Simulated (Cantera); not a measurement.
Thermodynamics of silicon carbide growth, feed SiHCl3 + C3H8 + H2

A closed system holds: 1 mol SiHCl3, 0.018 mol C3H8, a varied amount of H2, equilibrated at 950 K and 100000 Pa.

Cantera equilibrium calculation (NASA polynomials, part measured and part estimated; ideal gas, pure solids and liquids). Candidate condensed phases: C, C6H6, C7H8, C8H18, Si, SiC; 109 gas species. The tables' values for SiCl3 are old estimates; treat these amounts as uncertain. The numbers say what is thermodynamically allowed, not how fast it happens.

```tsv
n(H2) (mol)	x H2	x SiCl4	x SiHCl3	x HCl	x SiH2Cl2	n Si(s)	n SiC(s)
2.6	0.781	0.140	0.0673	0.00744	0.00329	0.131	0.0539
4.4	0.848	0.0910	0.0508	0.00696	0.00288	0.125	0.0538
7.3	0.897	0.0570	0.0368	0.00637	0.00241	0.120	0.0537
12	0.931	0.0346	0.0258	0.00573	0.00195	0.115	0.0535
20	0.956	0.0201	0.0174	0.00506	0.00153	0.113	0.0532
34	0.972	0.0111	0.0112	0.00440	0.00115	0.115	0.0526
56	0.982	0.00618	0.00728	0.00382	0.000870	0.121	0.0517
94	0.988	0.00328	0.00454	0.00327	0.000638	0.136	0.0502
160	0.992	0.00166	0.00273	0.00277	0.000455	0.163	0.0475
260	0.995	0.000854	0.00166	0.00235	0.000328	0.203	0.0434
```
x: gas mole fraction; n: condensed amount in mol.

From 2.6 mol H2 to 260 mol H2 the condensed part is Si(s) + SiC(s). The main Si-bearing gas is SiCl4 at 2.6 mol H2 and SiHCl3 at 260 mol H2.
